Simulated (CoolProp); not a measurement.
Dimethyl carbonate along the isotherm 326.85 °C: fugacity coefficient from the reference equation and from simpler models built on Tc = 283.9 °C, pc = 49.09 bar, ω = 0.346; each cubic takes its own stable root.

Model: reference Helmholtz-energy equation of state, Zhou 2011, in CoolProp.

```tsv
p (bar)	phase	reference	Soave-Redlich-Kwong	Peng-Robinson
0.233	gas	0.9987	0.9988	0.9986
0.53	gas	0.9971	0.9972	0.9968
1.21	gas	0.9933	0.9936	0.9927
2.74	gas	0.9850	0.9855	0.9836
6.25	gas	0.9659	0.9671	0.9628
14.2	gas	0.9234	0.9260	0.9167
32.4	gas	0.8289	0.8348	0.8164
73.6	supercritical	0.6248	0.6397	0.6117
```
